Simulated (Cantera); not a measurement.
Feed: 1 mol FeS₂, 2200 mol H₂, held at 12.0 mbar.

Method: chemical equilibrium by Gibbs-energy minimisation in Cantera with the NASA 1993 tables (ideal gas, pure condensed phases). Candidate condensed phases: Fe, FeS, FeS₂, S; 8 gas species. Kinetics and transport are ignored.

Question: At 2200 K, list the 7 most abundant gas species with their mole fractions, and the condensed phases.

Answer: H₂ 0.949, H 0.0501, Fe 0.000443, SH 0.000377, S 0.000346, H₂S 0.000136, S₂ 1.31e-5. Condensed: gas only.
